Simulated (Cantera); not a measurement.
Charge: 1 mol SiH2Cl2, 1.8 mol CH4, 1500 mol H2, equilibrated at 2248.15 K and 1330 Pa.

Cantera equilibrium calculation (NASA polynomials, part measured and part estimated; ideal gas, pure solids and liquids). Candidate condensed phases: C, C6H6, C7H8, C8H18, Si, SiC; 109 gas species. Rates play no part.

Base state: H2 0.936, H 0.0616, HCl 0.00123, Si 0.000594, C2H2 (acetylene) 0.000562, Cl 5.85e-5, SiH 2.68e-5, SiC2 1.24e-5 (mole fractions); condensed: gas only.

**Question.** What changes in the equilibrium state with this change: pressure from 1330 Pa to 133 Pa?

**Answer.** 
```json
[
 {"species": "H2", "before": "0.936", "after": "0.816"},
 {"species": "H", "before": "0.0616", "after": "0.182"},
 {"species": "HCl", "before": "0.00123", "after": "0.00104"},
 {"species": "Si", "before": "0.000594", "after": "0.000582"},
 {"species": "SiH", "before": "2.68e-5", "after": "7.74e-6"},
 {"species": "Cl", "before": "5.85e-5", "after": "0.000168"},
 {"species": "C2H2 (acetylene)", "before": "0.000562", "after": "0.000523"},
 {"species": "SiC2", "before": "1.24e-5", "after": "1.29e-5"}
]
```

**Question.** What changes in the equilibrium state with this change: temperature from 2248.15 K to 1998 K?

**Answer.** 
```tsv
species	before	after
H2	0.936	0.984
H	0.0616	0.0138
HCl	0.00123	0.00130
Si	0.000594	0.000239
Cl	5.85e-5	1.36e-5
SiC2	1.24e-5	5.18e-6
SiH	2.68e-5	1.86e-5
C2H2 (acetylene)	0.000562	0.000395
SiC(s), mol	0	0.568
```

**Question.** What changes in the equilibrium state with this change: temperature from 2248.15 K to 973.15 K?

**Answer.** 
```json
[
 {"species": "H2", "before": "0.936", "after": "0.998"},
 {"species": "HCl", "before": "0.00123", "after": "0.00133"},
 {"species": "CH4", "before": "1.18e-6", "after": "0.000532"},
 {"species": "H", "before": "0.0616", "after": "9.39e-9"},
 {"species": "Si", "before": "0.000594", "after": "<1e-9"},
 {"species": "C2H2 (acetylene)", "before": "0.000562", "after": "<1e-9"},
 {"species": "Cl", "before": "5.85e-5", "after": "<1e-9"},
 {"species": "SiH", "before": "2.68e-5", "after": "<1e-9"},
 {"species": "SiC2", "before": "1.24e-5", "after": "<1e-9"},
 {"species": "SiC(s), mol", "before": "0", "after": "1.000"}
]
```
